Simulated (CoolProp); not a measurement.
A simple Rankine cycle with ethanol: condensing at 304.15 K, boiler at 1.75 MPa, turbine inlet 597.4 K, turbine efficiency 0.8, pump efficiency 0.8, no recuperator. Each further row changes one setting.

The numbers come from the reference Helmholtz-energy equation of state, Schroeder 2014 in CoolProp.

```tsv
case	thermal efficiency (%)	net work (kJ/kg)	heat in (kJ/kg)	turbine exit temperature (K)	volume ratio over the turbine
as stated	23.7	344	1450	422.4	117
turbine inlet 617.4 K	23.9	359	…	441.2	117
condensing temperature 296.15 K	25.0	368	…	409.2	178
boiler pressure 1.22 MPa	22.4	…	…	435.2	…
turbine efficiency 0.7	20.7	301	1450	…	123
```

**Question.** What belongs in the gaps?

**Answer.** 
- turbine inlet 617.4 K, heat in (kJ/kg): 1500
- condensing temperature 296.15 K, heat in (kJ/kg): 1470
- boiler pressure 1.22 MPa, net work (kJ/kg): 328
- boiler pressure 1.22 MPa, heat in (kJ/kg): 1460
- boiler pressure 1.22 MPa, volume ratio over the turbine: 82.6
- turbine efficiency 0.7, turbine exit temperature (K): 445.4
